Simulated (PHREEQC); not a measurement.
Make-up at 5 °C: 0.0013 mol/kgw CuCl2. Closed to the air; pH follows from the charge balance.

Computed with PHREEQC (ion-association model, wateq4f.dat).

No solid was allowed to form.

Estimate the pH.

pH 5.33.

At this temperature some constants are extrapolated from 25 °C, and those without enthalpy data are left unchanged.
